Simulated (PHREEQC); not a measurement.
Dissolve 0.0028 mol/kgw H2SO4 and 8e-05 mol/kgw MnSO4 at 25 °C. Closed to the air; pH follows from the charge balance.

The numbers come from PHREEQC with the ion-association model, wateq4f.dat.

Question: The ionic strength comes out as 0.00722 mol/kgw. What activity coefficients do H+, HSO4-, Mn+2, SO4-2 get?

Answer: H+ 0.92, HSO4- 0.91, Mn+2 0.71, SO4-2 0.70.

No solid was allowed to form.
